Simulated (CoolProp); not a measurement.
R1132(E) along the isobar 6500 kPa: fugacity coefficient from the reference equation and from simpler models built on Tc = 348.8 K, pc = 5174 kPa, ω = 0.245; each cubic takes its own stable root.

Model: reference Helmholtz-energy equation of state, Akasaka 2024, in CoolProp.

```json
[
 {"T (K)": "329.1", "phase": "liquid", "reference": "0.4175"},
 {"T (K)": "337.9", "phase": "liquid", "reference": "0.4752"},
 {"T (K)": "346.8", "phase": "liquid", "reference": "0.5342"},
 {"T (K)": "355.7", "phase": "supercritical", "reference": "0.5913"},
 {"T (K)": "364.5", "phase": "supercritical", "reference": "0.6380"},
 {"T (K)": "373.4", "phase": "supercritical", "reference": "0.6724"},
 {"T (K)": "382.3", "phase": "supercritical", "reference": "0.7008"},
 {"T (K)": "391.1", "phase": "supercritical", "reference": "0.7252"},
 {"T (K)": "400", "phase": "supercritical", "reference": "0.7471"}
]
```

**Question.** How far does each simpler model (Redlich-Kwong, Soave-Redlich-Kwong) lie from the reference over these 9 states: mean and median of the absolute difference, and the worst?

**Answer.** 
- Redlich-Kwong: mean 2.6 %, median 1.5 %, worst +8.4 % at 329.1 K and 6500 kPa
- Soave-Redlich-Kwong: mean 2.0 %, median 1.5 %, worst +3.7 % at 329.1 K and 6500 kPa
